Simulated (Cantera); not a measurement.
An adiabatic, constant-volume homogeneous reactor starts with CH3OH : O2 : N2 = 1 : 2.83 : 10.6 (molar parts), equivalence ratio 0.53, at 1675 K and 1000000 Pa. Integrator tolerance rtol = 1e-08.

Cantera simulation using GRI-Mech 3.0 (53 species, 325 reactions); the numbers are that mechanism's predictions, not measurements. GRI-Mech 3.0 was tuned for natural gas; its chemistry of methanol as a main component is partial and can be far from experiment.

Problem. What does this change do: initial temperature 1675 to 1150 K?

Solution. 
| quantity | before | after |
|---|---|---|
| time of steepest temperature rise | 8.37 µs | 4.04 ms |
| temperature at 0.200 s | 2833 K | 2518 K |
| equilibrium temperature | 2833 K | 2518 K |
| x(CH3OH) at 0.200 s | <1e-12 (gas-phase equilibrium <1e-12) | <1e-12 (gas-phase equilibrium <1e-12) |
| x(O2) at 0.200 s | 0.0770 (gas-phase equilibrium 0.0770) | 0.0810 (gas-phase equilibrium 0.0810) |
| x(CO) at 0.200 s | 0.00862 (gas-phase equilibrium 0.00862) | 0.00195 (gas-phase equilibrium 0.00195) |
| x(H) at 0.200 s | 0.00112 (gas-phase equilibrium 0.00112) | 0.000144 (gas-phase equilibrium 0.000144) |
| x(N2O) at 0.200 s | 4.84e-6 (gas-phase equilibrium 4.84e-6) | 3.48e-6 (gas-phase equilibrium 3.48e-6) |
| x(CO2) at 0.200 s | 0.0575 (gas-phase equilibrium 0.0575) | 0.0648 (gas-phase equilibrium 0.0648) |
| x(HO2) at 0.200 s | 3.27e-5 (gas-phase equilibrium 3.27e-5) | 1.82e-5 (gas-phase equilibrium 1.82e-5) |

Problem. What does this change do: initial temperature 1675 to 1298 K?

Solution. 
| quantity | before | after |
|---|---|---|
| time of steepest temperature rise | 8.37 µs | 0.370 ms |
| temperature at 0.200 s | 2833 K | 2615 K |
| equilibrium temperature | 2833 K | 2615 K |
| x(CH3OH) at 0.200 s | <1e-12 (gas-phase equilibrium <1e-12) | <1e-12 (gas-phase equilibrium <1e-12) |
| x(O2) at 0.200 s | 0.0770 (gas-phase equilibrium 0.0770) | 0.0798 (gas-phase equilibrium 0.0798) |
| x(CO) at 0.200 s | 0.00862 (gas-phase equilibrium 0.00862) | 0.00325 (gas-phase equilibrium 0.00325) |
| x(H) at 0.200 s | 0.00112 (gas-phase equilibrium 0.00112) | 0.000285 (gas-phase equilibrium 0.000285) |
| x(N2O) at 0.200 s | 4.84e-6 (gas-phase equilibrium 4.84e-6) | 3.89e-6 (gas-phase equilibrium 3.89e-6) |
| x(CO2) at 0.200 s | 0.0575 (gas-phase equilibrium 0.0575) | 0.0634 (gas-phase equilibrium 0.0634) |
| x(HO2) at 0.200 s | 3.27e-5 (gas-phase equilibrium 3.27e-5) | 2.22e-5 (gas-phase equilibrium 2.22e-5) |
